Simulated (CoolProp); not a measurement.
A closed Brayton cycle with carbon dioxide: compressor inlet 314.15 K and 9.1 MPa, high pressure 26 MPa, turbine inlet 635 K, compressor efficiency 0.8, turbine efficiency 0.9, recuperator effectiveness 0.95 (on enthalpy, no pinch check). Each further row changes one setting.

Values from CoolProp's reference Helmholtz-energy equation of state, Span 1996.

| case | thermal efficiency (%) | net work (kJ/kg) | compressor to turbine work | compressor exit (K) | turbine exit (K) |
|---|---|---|---|---|---|
| as stated | 27.9 | 62.5 | 0.37 | 366.5 | 525.8 |
| turbine inlet 585 K | 24.5 | (withheld) | (withheld) | 366.5 | 479.9 |
| compressor inlet 324.15 K | 24.0 | (withheld) | (withheld) | (withheld) | 525.8 |
| high pressure 22.1 MPa | 27.4 | 56.5 | (withheld) | 357.9 | 542.4 |
| recuperator effectiveness 0.5 | 20.1 | 62.5 | 0.37 | 366.5 | 525.8 |

Problem. Complete the blanks.

Solution. 
- turbine inlet 585 K, net work (kJ/kg): 51.6
- turbine inlet 585 K, compressor to turbine work: 0.42
- compressor inlet 324.15 K, net work (kJ/kg): 46.4
- compressor inlet 324.15 K, compressor to turbine work: 0.53
- compressor inlet 324.15 K, compressor exit (K): 405.6
- high pressure 22.1 MPa, compressor to turbine work: 0.34
